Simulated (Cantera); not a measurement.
Source: NASA polynomial tables (part measured, part estimated), evaluated in Cantera. Values are per mole of reaction as written; species without (g) are pure solids or liquids, kept so even where they would boil at 1 bar.

Cl(g) + Na ⇌ NaCl

```json
[
 {"T (K)": "1000", "ΔH° (kJ)": "(withheld)", "ΔS° (J/K)": "(withheld)", "ΔG° (kJ)": "(withheld)", "log10 K": "(withheld)", "condensed phases": "Na(l), NaCl(s)"},
 {"T (K)": "1025", "ΔH° (kJ)": "-531.5", "ΔS° (J/K)": "-147.3", "ΔG° (kJ)": "-380.5", "log10 K": "19.39", "condensed phases": "Na(l), NaCl(s)"},
 {"T (K)": "1050", "ΔH° (kJ)": "-531.1", "ΔS° (J/K)": "-146.9", "ΔG° (kJ)": "-376.8", "log10 K": "18.75", "condensed phases": "Na(l), NaCl(s)"},
 {"T (K)": "1075", "ΔH° (kJ)": "-502.5", "ΔS° (J/K)": "-120.3", "ΔG° (kJ)": "-373.2", "log10 K": "18.13", "condensed phases": "Na(l), NaCl(l)"},
 {"T (K)": "1100", "ΔH° (kJ)": "-502.0", "ΔS° (J/K)": "-119.9", "ΔG° (kJ)": "-370.2", "log10 K": "17.58", "condensed phases": "Na(l), NaCl(l)"},
 {"T (K)": "1125", "ΔH° (kJ)": "-501.6", "ΔS° (J/K)": "-119.4", "ΔG° (kJ)": "-367.2", "log10 K": "17.05", "condensed phases": "Na(l), NaCl(l)"},
 {"T (K)": "1150", "ΔH° (kJ)": "(withheld)", "ΔS° (J/K)": "(withheld)", "ΔG° (kJ)": "(withheld)", "log10 K": "(withheld)", "condensed phases": "Na(l), NaCl(l)"},
 {"T (K)": "1175", "ΔH° (kJ)": "-500.6", "ΔS° (J/K)": "-118.6", "ΔG° (kJ)": "-361.3", "log10 K": "16.06", "condensed phases": "Na(l), NaCl(l)"}
]
```

Problem. What belongs in the gaps?

Solution. 
- 1000, ΔH° (kJ): -531.8
- 1000, ΔS° (J/K): -147.6
- 1000, ΔG° (kJ): -384.2
- 1000, log10 K: 20.07
- 1150, ΔH° (kJ): -501.1
- 1150, ΔS° (J/K): -119.0
- 1150, ΔG° (kJ): -364.2
- 1150, log10 K: 16.54
